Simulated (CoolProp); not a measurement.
C2F6 (R116) at 326.1 K and 1.61 MPa is throttled through a valve to 0.402 MPa with no heat exchange. Each further row changes one setting.

Model: reference Helmholtz-energy equation of state, Lemmon 2006, in CoolProp. It is a short technical equation, of lower accuracy than the large ones.

```json
[
 {"case": "as stated", "temperature change (K)": "-8.9", "final density (kg/m³)": "21.8"},
 {"case": "outlet pressure 0.121 MPa", "temperature change (K)": "-10.9", "final density (kg/m³)": "6.44"},
 {"case": "outlet pressure 0.523 MPa", "temperature change (K)": "-8.0", "final density (kg/m³)": "28.6"}
]
```
